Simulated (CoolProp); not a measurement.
Vapour-liquid equilibrium of R143a (1) + R152A (2) at 223.2 K; x and y are mole fractions of (1).

The numbers come from the multi-fluid Helmholtz-energy mixture model, Lemmon and Jacobsen 2000 and Outcalt 1996; pair parameters Bell 2016 in CoolProp.

```
x      bubble pressure (MPa)  y at the bubble point  dew pressure at overall composition x (MPa)  liquid density (mol/L)
-----  ---------------------  ---------------------  -------------------------------------------  ----------------------
0.05                 0.03190                  0.178                                      0.02862                   15.99
0.125                0.03796                  0.358                                      0.03046                   15.81
0.2                  0.04347                  0.482                                      0.03255                   15.64
0.275                0.04856                  0.573                                      0.03492                   15.47
0.35                 0.05331                  0.645                                      0.03764                   15.30
0.425                0.05780                  0.705                                      0.04077                   15.14
0.5                  0.06210                  0.755                                      0.04441                   14.98
0.575                0.06626                  0.800                                      0.04867                   14.82
0.65                 0.07031                  0.840                                      0.05365                   14.66
0.725                0.07431                  0.878                                      0.05947                   14.51
0.8                  0.07829                  0.913                                      0.06625                   14.36
0.875                0.08226                  0.946                                      0.07402                   14.21
0.95                 0.08626                  0.979                                      0.08271                   14.06
```

No azeotrope shows between x = 0.05 and 0.95.

The pair parameters rest on a limited set of measurements; away from them the model extrapolates.
